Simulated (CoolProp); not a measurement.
A simple Rankine cycle with water: condensing at 311.15 K, boiler at 0.135 MPa, turbine inlet 421.4 K, turbine efficiency 0.85, pump efficiency 0.6, no recuperator. Each further row changes one setting.

Computed with CoolProp (reference Helmholtz-energy equation of state, Wagner 2002).

| case | thermal efficiency (%) | net work (kJ/kg) | heat in (kJ/kg) | turbine exit temperature (K) | volume ratio over the turbine |
|---|---|---|---|---|---|
| as stated | 14.9 | 390 | 2610 | 311.2 | (withheld) |
| turbine inlet 441.4 K | 15.1 | 399 | 2650 | 311.2 | 13.5 |
| condensing temperature 303.15 K | 16.5 | 437 | 2640 | 303.1 | 21.0 |
| boiler pressure 0.0945 MPa | 13.3 | (withheld) | 2610 | 311.2 | 9.94 |
| turbine efficiency 0.75 | 13.2 | (withheld) | 2610 | 311.2 | 14.3 |

Task: What belongs in the gaps?

Result: 
- as stated, volume ratio over the turbine: 14.0
- boiler pressure 0.0945 MPa, net work (kJ/kg): 348
- turbine efficiency 0.75, net work (kJ/kg): 344

The expansion ends wet for: as stated; turbine inlet 441.4 K; condensing temperature 303.15 K; boiler pressure 0.0945 MPa; turbine efficiency 0.75.
